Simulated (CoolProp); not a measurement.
Vapour-liquid equilibrium of CH2F2 (R32) (1) + R143a (2) at 19.7 bar; x and y are mole fractions of (1).

Values from CoolProp's multi-fluid Helmholtz-energy mixture model, Tillner-Roth 1997 and Lemmon and Jacobsen 2000; pair parameters Bell 2016.

### Question
Give the bubble temperature and the first vapour's composition at x = 0.05, 0.55, 0.65. Is there an azeotrope?

### Answer
x = 0.05: 41.8 °C, y = 0.066; x = 0.55: 33.2 °C, y = 0.595; x = 0.65: 32.3 °C, y = 0.683. No azeotrope shows between x = 0.05 and 0.95.

Pair parameters are fitted to limited data, so mixtures are less certain than the pure fluids.
